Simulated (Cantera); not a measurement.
Input: 1 mol CH3SiCl3, 0.095 mol C3H8, 110 mol H2, at 730 Pa.

These are equilibrium values from Cantera (NASA tables, ideal gas, pure condensed phases), not measurements of a reactor. Candidate condensed phases: C, C6H6, C7H8, C8H18, Si, SiC; 109 gas species. The feed counts by its element totals alone. Gases not in the tables: Si2H6 and higher silanes. Kinetics and transport are ignored.

### Question
Which condensed phases are stable at each of these points (T (K)): 1200, 1300, 1400, 1500, 1600, 1700, 1800, 1900, 2000, 2100, 2200, 2300, 2400, 2500?

### Answer
```tsv
T (K)	condensed phases	Si condensed (%)
1200	C(graphite) + SiC(s)	100.0
1300	C(graphite) + SiC(s)	99.9
1400	C(graphite) + SiC(s)	99.9
1500	C(graphite) + SiC(s)	99.8
1600	C(graphite) + SiC(s)	99.7
1700	C(graphite) + SiC(s)	99.5
1800	C(graphite) + SiC(s)	99.2
1900	C(graphite) + SiC(s)	98.3
2000	C(graphite) + SiC(s)	94.3
2100	C(graphite) + SiC(s)	78.2
2200	C(graphite) + SiC(s)	16.4
2300	C(graphite)	0.0
2400	gas only	0.0
2500	gas only	0.0
```

From 1200 K to 2200 K the condensed part is C(graphite) + SiC(s). At 2300 K the condensed part is C(graphite). From 2400 K to 2500 K nothing is condensed.
